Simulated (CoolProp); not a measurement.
Vapour-liquid equilibrium of R143a (1) + R236FA (2) at 192.3 K; x and y are mole fractions of (1).

Model: multi-fluid Helmholtz-energy mixture model, Lemmon and Jacobsen 2000 and Pan 2012; pair parameters Bell 2016, in CoolProp.

```json
[
 {"x": "0.05", "bubble pressure (kPa)": "1.268", "y at the bubble point": "0.532", "dew pressure at overall composition x (kPa)": "0.6547", "liquid density (mol/L)": "11.17"},
 {"x": "0.15", "bubble pressure (kPa)": "2.597", "y at the bubble point": "0.796", "dew pressure at overall composition x (kPa)": "0.7276", "liquid density (mol/L)": "11.49"},
 {"x": "0.25", "bubble pressure (kPa)": "3.974", "y at the bubble point": "0.882", "dew pressure at overall composition x (kPa)": "0.8188", "liquid density (mol/L)": "11.83"},
 {"x": "0.35", "bubble pressure (kPa)": "5.386", "y at the bubble point": "0.925", "dew pressure at overall composition x (kPa)": "0.9362", "liquid density (mol/L)": "12.18"},
 {"x": "0.45", "bubble pressure (kPa)": "6.824", "y at the bubble point": "0.950", "dew pressure at overall composition x (kPa)": "1.093", "liquid density (mol/L)": "12.55"},
 {"x": "0.55", "bubble pressure (kPa)": "8.278", "y at the bubble point": "0.967", "dew pressure at overall composition x (kPa)": "1.313", "liquid density (mol/L)": "12.94"},
 {"x": "0.65", "bubble pressure (kPa)": "9.739", "y at the bubble point": "0.978", "dew pressure at overall composition x (kPa)": "1.643", "liquid density (mol/L)": "13.35"},
 {"x": "0.75", "bubble pressure (kPa)": "11.20", "y at the bubble point": "0.986", "dew pressure at overall composition x (kPa)": "2.197", "liquid density (mol/L)": "13.77"},
 {"x": "0.85", "bubble pressure (kPa)": "12.66", "y at the bubble point": "0.993", "dew pressure at overall composition x (kPa)": "3.318", "liquid density (mol/L)": "14.22"},
 {"x": "0.95", "bubble pressure (kPa)": "14.11", "y at the bubble point": "0.998", "dew pressure at overall composition x (kPa)": "6.817", "liquid density (mol/L)": "14.68"}
]
```

No azeotrope shows between x = 0.05 and 0.95.

Pair parameters are fitted to limited data, so mixtures are less certain than the pure fluids.
